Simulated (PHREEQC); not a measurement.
## Polishing slurry liquid: an equilibrium model

Dissolve 14 mmol/kgw HNO3, 4.4 mmol/kgw K2SO4 and 9.5 mmol/kgw CO2 at 63 °C. Closed to the air; pH follows from the charge balance.

Equilibrium calculation in PHREEQC: ion-association model, phreeqc.dat.

pH: 2.00
ionic strength: 0.0217 mol/kgw
specific conductance: 10800 µS/cm
total alkalinity: -14.0 meq/kg

| species | molality | activity | log γ |
|---|---|---|---|
| NO3- | 0.0140 | 0.0119 | -0.071 |
| H+ | 0.0114 | 0.00999 | -0.056 |
| CO2 | 0.00949 | 0.00954 | 0.002 |
| K+ | 0.00870 | 0.00743 | -0.069 |
| HSO4- | 0.00264 | 0.00226 | -0.067 |
| SO4-2 | 0.00166 | 0.000912 | -0.261 |
| KSO4- | 9.93e-5 | 8.57e-5 | -0.064 |

This is a speciation only: nothing precipitates in the calculation. Complexes and solids missing from the database can't appear. At this temperature some constants are extrapolated from 25 °C, and those without enthalpy data are left unchanged.
